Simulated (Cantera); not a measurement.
What does this Cantera script print?

```python
import numpy as np
import cantera as ct

gas_names = """
    H HO2 H2 H2O H2O2 O OH O2 O3 P PH PH3 PO PO2 P2 P4 P4O10
""".split()
cond_names = """
    H2O(s) H2O(L) P(cr) P(L) P4O10(s)
""".split()


# ... load() reads the species with a 1 bar reference pressure and builds the phases ...
atoms = {
    'PH3': {'P': 1, 'H': 3},
    'H2O': {'H': 2, 'O': 1},
    'H2': {'H': 2},
}
top_T = {'P4O10(s)': 690}  # K; cautious upper limits of use, not melting points


# ... equilibrate(T, P, feed) seeds the gas with the atoms and calls Mixture.equilibrate('TP', solver="vcs", rtol=1e-11, max_steps=5000) ...
results = []
feed = {'PH3': 1, 'H2O': 0.11, 'H2': 15}  # mol
T = 3098  # K
for P in [10, 200, 3900, 77000, 1500000, 30000000]:
    mix = equilibrate(T, P, feed)
    results.append((T, P, feed, dict(zip(mix.species_names, mix.species_moles))))

top = {s: max(r[3][s] / sum(r[3][g] for g in gas_names) for r in results) for s in gas_names}
cols = sorted((s for s in top if top[s] > 0.0001), key=lambda s: -top[s])[:8]
seen = [c for c in cond_names if any(r[3].get(c, 0) > 1e-12 for r in results)]
print("log10 of partial pressures in bar; condensed amounts in mol")
print(f"{'P/Pa':>10s}" + "".join(f"{s[:9]:>10s}" for s in cols + seen))
for T, P, feed, n in results:
    ng = sum(n[g] for g in gas_names)
    print(f"{P:10.4g}" + "".join(f"{np.log10(max(n[s] / ng * P / 1e5, 1e-99)):10.3f}" for s in cols)
          + "".join(f"{n.get(c, 0):10.4g}" for c in seen))
```

It prints:

```
log10 of partial pressures in bar; condensed amounts in mol
      P/Pa         H        H2         P        P2       H2O        PO        PH         O
        10    -4.015    -6.680    -5.537    -8.941   -11.179    -7.872    -9.507    -6.513
       200    -2.731    -4.112    -4.247    -6.360    -7.559    -5.530    -6.932    -5.462
      3900    -1.614    -1.878    -2.975    -3.817    -4.921    -3.855    -4.544    -5.058
   7.7e+04    -0.793    -0.236    -2.014    -1.895    -2.908    -2.522    -2.762    -4.687
   1.5e+06    -0.107     1.136    -1.288    -0.443    -1.225    -1.486    -1.350    -4.376
     3e+07     0.552     2.455    -0.623     0.888     0.231    -0.683    -0.025    -4.238
```

Method: chemical equilibrium by Gibbs-energy minimisation in Cantera with the NASA 1993 tables (ideal gas, pure condensed phases). The ideal-gas law is rough above about 30 bar. Gases not in the tables: HPO2, HPO3 and P4O6.
